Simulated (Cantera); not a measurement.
Feed: 1 mol SiCl4, 1.7 mol Cl2, 0.26 mol H2, at 650 K and 1.00 bar.

Cantera equilibrium calculation (NASA polynomials, part measured and part estimated; ideal gas, pure solids and liquids). Candidate condensed phases: Si; 19 gas species. The numbers say what is thermodynamically allowed, not how fast it happens.

Base state: Cl2 0.486, SiCl4 0.338, HCl 0.176 (mole fractions); condensed: gas only.

Problem. What changes in the equilibrium state with this change: temperature from 650 K to 1125 K?

Solution. 
| species | before | after |
|---|---|---|
| Cl2 | 0.486 | 0.485 |
| SiCl4 | 0.338 | 0.338 |
| HCl | 0.176 | 0.176 |
| Cl | 9.06e-8 | 0.00143 |
